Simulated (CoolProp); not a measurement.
Computed with CoolProp (reference Helmholtz-energy equation of state, Penoncello 2003).

Task: For CHF3 (R23), give the phase and the Joule-Thomson coefficient (K/MPa), viscosity (µPa s) at -71.75 °C and 9.66 bar.

Result: 
- -71.75 °C and 9.66 bar: liquid; Joule-Thomson coefficient -0.247, viscosity 262

Viscosity comes from a separate model (Shan 2000).
